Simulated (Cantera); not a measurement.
Charge: 1 mol CaF₂, 7.5 mol O₂, 5.5 mol N₂, 3.1 mol H₂O, at 1927 °C and 133 Pa.

Equilibrium computed with Cantera from the NASA thermochemical tables; the gas is ideal and each condensed phase is pure. Candidate condensed phases: Ca, CaF₂, CaO, Ca(OH)₂, H₂O; 47 gas species. The numbers say what is thermodynamically allowed, not how fast it happens.

Base state: O₂ 0.389, N₂ 0.302, H₂O 0.107, HF 0.0803, O 0.0462, OH 0.0314, CaF₂ 0.0153, H 0.0113 (mole fractions); condensed: CaO(s).

Question: What changes in the equilibrium state with this change: temperature from 1927 °C to 777 °C?

Answer: 
| species | before | after |
|---|---|---|
| O₂ | 0.389 | 0.465 |
| N₂ | 0.302 | 0.341 |
| H₂O | 0.107 | 0.192 |
| HF | 0.0803 | 0.00162 |
| CaF₂ | 0.0153 | 1.07e-9 |
| H | 0.0113 | <1e-9 |
| O | 0.0462 | 1.25e-8 |
| OH | 0.0314 | 2.58e-6 |
| NO | 0.0107 | 5.17e-5 |
| H₂ | 0.00534 | 2.78e-9 |
| CaF | 0.000938 | <1e-9 |
| F | 0.000146 | <1e-9 |
| CaO(s), mol | 0.706 | 0.0131 |
| CaF₂(s), mol | 0 | 0.987 |
Mutual solubility and eutectic melting of coexisting phases are not modelled.

Question: What changes in the equilibrium state with this change: temperature from 1927 °C to 1202 °C?

Answer: 
| species | before | after |
|---|---|---|
| O₂ | 0.389 | 0.438 |
| N₂ | 0.302 | 0.321 |
| H₂O | 0.107 | 0.123 |
| O | 0.0462 | 5.20e-5 |
| HF | 0.0803 | 0.115 |
| H | 0.0113 | 9.31e-7 |
| OH | 0.0314 | 0.000438 |
| CaF₂ | 0.0153 | 0.000826 |
| NO | 0.0107 | 0.000996 |
| CaF | 0.000938 | 2.39e-9 |
| CaOH | 7.79e-5 | <1e-9 |
| Ca | 7.74e-5 | <1e-9 |
| CaO(s), mol | 0.706 | 0.986 |
